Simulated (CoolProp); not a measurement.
Octamethylcyclotetrasiloxane (D4) along the isotherm 529.3 K: density (kg/m³) from the reference equation and from simpler models built on Tc = 586.5 K, pc = 1.347 MPa, ω = 0.598; each cubic takes its own stable root.

The numbers come from the reference Helmholtz-energy equation of state, Thol 2015 in CoolProp.

```
p (MPa)   phase  reference
-------  ------  ---------
0.0107      gas     0.7242
0.0156      gas      1.058
0.0229      gas      1.557
0.0337      gas      2.301
0.0494      gas      3.395
0.0726      gas      5.037
0.107       gas      7.532
0.156       gas      11.22
0.229       gas      17.06
0.337       gas      26.63
0.494       gas      43.53
0.726    liquid      633.9
1.07     liquid      640.1
1.56     liquid      647.9
2.29     liquid      657.9
3.37     liquid      670.3
```

### Question
How far does each simpler model (van der Waals, Soave-Redlich-Kwong) lie from the reference over these 16 states: mean and median of the absolute difference, and the worst?

### Answer
- van der Waals: mean 16.4 %, median 2.3 %, worst -89.5 % at 529.3 K and 0.726 MPa
- Soave-Redlich-Kwong: mean 3.8 %, median 0.3 %, worst -13.6 % at 529.3 K and 0.726 MPa

At some of these states van der Waals gives the other phase, because its saturation line lies elsewhere.
